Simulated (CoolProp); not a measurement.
A single-stage vapour-compression cycle with R404A: evaporating at 237.15 K (dew point), condensing at 260.15 K (bubble point), superheat 0 K, subcooling 0 K, compressor efficiency 0.65, no pressure losses. Each further row changes one setting.

Values from CoolProp's reference Helmholtz-energy equation of state, Lemmon 2003. It is a pseudo-pure fit of the blend.

```csv
case,cooling COP,pressure ratio,discharge temperature (K),refrigerating effect (kJ/kg),volumetric capacity (kJ/m³)
as stated,5.85,2.53,276.5,164,1350
evaporating temperature 242.15 K,7.74,2.04,272.7,167,1690
condensing temperature 255.15 K,7.59,2.11,268.8,170,1410
subcooling 5 K,6.08,2.53,276.5,170,1410
superheat 10 K,5.83,2.53,287.1,172,1350
compressor efficiency 0.55,4.95,2.53,282.0,164,1350
```
